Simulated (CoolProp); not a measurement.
Properties of p-xylene at several states.

The numbers come from the reference Helmholtz-energy equation of state, Zhou 2012 in CoolProp.

```tsv
T (K)	p (MPa)	phase	Z	Prandtl number
494.5	0.56	gas	…	0.739
435.5	20	liquid	0.7708	4.68
600	0.214	gas	…	0.677
485.8	8.42	liquid	…	3.83
```

What belongs in the gaps?


- 494.5, Z: 0.8564
- 600, Z: 0.9747
- 485.8, Z: 0.3187

Viscosity comes from a separate model (Balogun 2015). Thermal conductivity comes from a separate model (Mylona 2014).
